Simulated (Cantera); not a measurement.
A closed system holds: 1 mol B2O3, 0.31 mol NH3, 2.2 mol N2, held at 1627 °C and 42.0 mbar.

Equilibrium computed with Cantera from the NASA thermochemical tables; the gas is ideal and each condensed phase is pure. Candidate condensed phases: B, BN, B2O3, B3O3H3, H2O; 39 gas species. The numbers say what is thermodynamically allowed, not how fast it happens.

Base state: N2 0.615, B2O3 0.215, H2 0.0883, HBO2 0.0450, HBO 0.0184, B2O2 0.0122, BO 0.00384, H 0.00115 (mole fractions); condensed: gas only.

### Question
What changes in the equilibrium state with this change: 0.0054 mol Cl2 added?

### Answer
```
species   before     after
-------  -------  --------
N2         0.615     0.614
B2O3       0.215     0.215
H2        0.0883    0.0871
HCl            0   0.00232
HBO       0.0184    0.0182
B2O2      0.0122    0.0121
HBO2      0.0450    0.0449
BOCl           0  0.000476
Cl             0   2.29e-5
H        0.00115   0.00114
BO       0.00384   0.00382
BO2      5.83e-5   5.86e-5
```
The tables' values for BOCl are old estimates; treat these amounts as uncertain. Further candidate phases: NH4Cl.
